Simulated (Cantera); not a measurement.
Cantera run:

```python
import numpy as np
import cantera as ct

gas_names = """
    Br Br2 H HBr HO2 H2 H2O H2O2 O OH O2 O3
""".split()
cond_names = """
    Br2(cr) Br2(L) H2O(s) H2O(L)
""".split()


# ... load() reads the species with a 1 bar reference pressure and builds the phases ...
atoms = {
    'HBr': {'H': 1, 'Br': 1},
    'H2O': {'H': 2, 'O': 1},
}
top_T = {}  # K; cautious upper limits of use, not melting points


# ... equilibrate(T, P, feed) seeds the gas with the atoms and calls Mixture.equilibrate('TP', solver="vcs", rtol=1e-11, max_steps=5000) ...
results = []
feed = {'HBr': 1, 'H2O': 3.4}  # mol
T = 1825  # K
P = 1100000  # Pa
mix = equilibrate(T, P, feed)
results.append((T, P, feed, dict(zip(mix.species_names, mix.species_moles))))
print(gas.report(threshold=0.001))
for i in range(1, mix.n_phases):
    print(f"{mix.phase(i).name:16s} {mix.phase_moles(i):12.5e} mol")
```

It prints:

```
       temperature   1825 K
          pressure   1.1e+06 Pa
           density   2.3279 kg/m^3
  mean mol. weight   32.112 kg/kmol
   phase of matter   gas

                          1 kg             1 kmol
                     ---------------   ---------------
          enthalpy       -4.0947e+06       -1.3149e+08  J
   internal energy       -4.5672e+06       -1.4666e+08  J
           entropy            7582.7         2.435e+05  J/K
    Gibbs function       -1.7933e+07       -5.7587e+08  J
 heat capacity c_p            1456.1             46758  J/K
 heat capacity c_v            1197.2             38444  J/K

                      mass frac. Y      mole frac. X     chem. pot. / RT
                     ---------------   ---------------   ---------------
                Br          0.030189          0.012132           -18.157
               Br2         0.0051856          0.001042           -36.314
               HBr           0.53333           0.21167           -29.024
                H2        0.00044916         0.0071545           -21.735
               H2O            0.4308           0.76791           -40.879
     [   +7 minor]        4.9836e-05        0.00010042

Br2(L)            0.00000e+00 mol
```

Method: chemical equilibrium by Gibbs-energy minimisation in Cantera with the NASA 1993 tables (ideal gas, pure condensed phases).
